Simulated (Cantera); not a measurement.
Feed: 1 mol CaO, 47 mol HBr, 0.34 mol O₂, held at 2.60e-5 bar.

Cantera equilibrium calculation (NASA polynomials, part measured and part estimated; ideal gas, pure solids and liquids). Candidate condensed phases: Br₂, Ca, CaBr₂, CaO, Ca(OH)₂, H₂O; 19 gas species. The numbers say what is thermodynamically allowed, not how fast it happens.

Problem. At 1100 K, list the 4 most abundant gas species with their mole fractions, and the condensed phases.

Solution. HBr 0.895, Br 0.0423, H₂O 0.0350, CaBr₂ 0.0208. Condensed: gas only.
